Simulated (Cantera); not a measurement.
Halide evaporation, hydrolysis and transport: FeCl3 + O2 + H2

Feed: 1 mol FeCl3, 1.5 mol O2, 0.5 mol H2, equilibrated at 1275 K.

Equilibrium computed with Cantera from the NASA thermochemical tables; the gas is ideal and each condensed phase is pure. Candidate condensed phases: Fe, FeCl2, FeCl3, FeO, Fe(OH)2, Fe(OH)3, Fe2O3, Fe3O4, H2O; 22 gas species. Kinetics and transport are ignored.

| P (Pa) | log p O2 | log p HCl | log p Cl2 | log p FeCl2 | log p Cl | log p FeCl3 | log p H2O | n Fe3O4(s) | n Fe2O3(s) |
|---|---|---|---|---|---|---|---|---|---|
| 0.100 | -6.46 | -6.58 | -9.41 | -6.73 | -6.71 | -10.23 | -8.12 | 0.108 | 0 |
| 1 | -5.43 | -5.57 | -7.68 | -5.68 | -5.84 | -8.31 | -7.31 | 0.0823 | 0 |
| 10 | -4.42 | -4.55 | -5.93 | -4.66 | -4.97 | -6.42 | -6.53 | 0 | 0.112 |
| 100 | -3.43 | -3.53 | -4.27 | -3.75 | -4.14 | -4.67 | -5.64 | 0 | 0.165 |
| 1000 | -2.45 | -2.49 | -2.84 | -3.05 | -3.43 | -3.27 | -4.51 | 0 | 0.283 |
| 10000 | -1.49 | -1.47 | -1.65 | -2.58 | -2.83 | -2.20 | -3.18 | 0 | 0.371 |
| 100000 | -0.51 | -0.48 | -0.54 | -2.21 | -2.28 | -1.28 | -1.82 | 0 | 0.417 |
log p: log10 of the partial pressure in bar; n: condensed amount in mol.

From 0.100 Pa to 1.00 Pa the condensed part is Fe3O4(s). From 10.0 Pa to 1.00 bar the condensed part is Fe2O3(s). The main Fe-bearing gas is FeCl2 at 0.100 Pa and FeCl3 at 1.00 bar. The share of Fe in condensed phases is highest at 1.00 bar (83.4 %) and lowest at 10.0 Pa (22.5 %).
